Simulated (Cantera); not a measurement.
A perfectly stirred reactor is fed with CH₄ : O₂ : N₂ : H₂O = 1 : 2.27 : 8.55 : 0.88 (molar parts), equivalence ratio 0.88, at 5.20 bar; it is adiabatic with a 600 K inlet, and is followed from long to short residence time, starting on the burning branch (τ in s: 0.022, 0.011, 0.006, 0.0031, 0.0016, 0.00084, 0.00044, 0.00023, 0.00012, 6.2e-05, 3.2e-05, 1.7e-05, 8.7e-06).

Detailed kinetics in Cantera: GRI-Mech 3.0 (53 species, 325 reactions).

Problem. Predict: blow-out, bracketed by the residence times tried; x(CH₄) at τ = 22.0 ms; x(O₂) at τ = 22.0 ms; x(H₂O) at τ = 22.0 ms; x(CH₂) at τ = 22.0 ms; x(CO) at τ = 22.0 ms; x(CH₄) at τ = 0.440 ms; x(O₂) at τ = 0.440 ms; x(H₂O) at τ = 0.440 ms; x(CH₂) at τ = 0.440 ms; x(CO) at τ = 0.440 ms.

Solution. 
* **blow-out, bracketed by the residence times tried**: burning at 32.0 µs, out at 17.0 µs
* **x(CH₄) at τ = 22.0 ms**: 4.48e-6
* **x(O₂) at τ = 22.0 ms**: 0.0214
* **x(H₂O) at τ = 22.0 ms**: 0.224
* **x(CH₂) at τ = 22.0 ms**: 1.10e-7
* **x(CO) at τ = 22.0 ms**: 0.00174
* **x(CH₄) at τ = 0.440 ms**: 0.000105
* **x(O₂) at τ = 0.440 ms**: 0.0253
* **x(H₂O) at τ = 0.440 ms**: 0.219
* **x(CH₂) at τ = 0.440 ms**: 3.12e-6
* **x(CO) at τ = 0.440 ms**: 0.00733
